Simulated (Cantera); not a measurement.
Hg + H2 (iron carbonyl, mercury and lead vapours)

Feed: 1 mol Hg, 0.59 mol H2, held at 1150 °C and 3100 Pa.

Method: chemical equilibrium by Gibbs-energy minimisation in Cantera with the NASA 1993 tables (ideal gas, pure condensed phases). Candidate condensed phases: Hg; 3 gas species. Rates play no part.

- x(Hg): 0.629
- x(H2): 0.371
- x(H): 2.30e-5
- gas amount: 1.590 mol
- log10 activity of Hg(l) (absent): -4.35
